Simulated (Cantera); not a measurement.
**Diamond growth**

A diamond (100) surface in a fixed gas of H2 with x(CH4) = 0.011, x(H) = 0.032, x(CH3) = 1.3e-05, at 1098 K; coverages are run to steady state.

Detailed kinetics in Cantera: the Harris–Goodwin 1993 mechanism for the reconstructed diamond (100) surface.

| P (Pa) | growth (µm/h) | θ c6HH | θ c6H* | θ c6*H | θ c6** | θ c6HM |
|---|---|---|---|---|---|---|
| 320 | 0.0183 | 0.513 | 0.0277 | 0.441 | 0.0184 | 8.11e-5 |
| 570 | 0.0402 | 0.513 | 0.0278 | 0.441 | 0.0184 | 0.000102 |
| 1000 | 0.0815 | 0.512 | 0.0278 | 0.441 | 0.0184 | 0.000119 |
| 1800 | 0.162 | 0.512 | 0.0278 | 0.441 | 0.0184 | 0.000131 |
| 3300 | 0.315 | 0.512 | 0.0279 | 0.441 | 0.0184 | 0.000140 |
| 5800 | 0.572 | 0.512 | 0.0281 | 0.441 | 0.0184 | 0.000145 |
| 10000 | 1.01 | 0.512 | 0.0284 | 0.440 | 0.0185 | 0.000148 |
| 18000 | 1.84 | 0.512 | 0.0290 | 0.440 | 0.0186 | 0.000150 |
θ: site fractions in the mechanism's names (c6HH fully hydrogenated, c6H* and c6*H radical sites, c6** diradical, c6HM methylated).
